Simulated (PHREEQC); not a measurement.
A column of 0.2 m (40 cells, dispersivity 0.01 m, 3600 s a shift, diffusion coefficient 3e-10 m²/s) holds 0.00066 eq of the database's cation exchanger X per kg of pore water, first in equilibrium with 1.1 mmol/kgw LiCl and 0.01 mmol/kgw HCl. It is flushed with 0.00067 mol NaCl and 1e-05 mol HCl per kg of water, at 25 °C. Values are for the last cell. The system is closed to CO2. Nothing may precipitate in this run.

The numbers come from PHREEQC with the ion-association model, phreeqc.dat.

```tsv
pore volumes	Na in solution (mol/kgw)	Li in solution (mol/kgw)	Cl in solution (mol/kgw)
0	0	0.00110	0.00111
0.5125	3.94e-8	0.00109	0.00110
1.012	2.11e-5	0.000830	0.000862
1.512	0.000152	0.000548	0.000710
2.013	0.000380	0.000293	0.000683
2.513	0.000550	0.000120	0.000680
3.013	0.000628	4.18e-5	0.000680
3.513	0.000657	1.34e-5	0.000680
4.013	0.000666	4.12e-6	0.000680
```
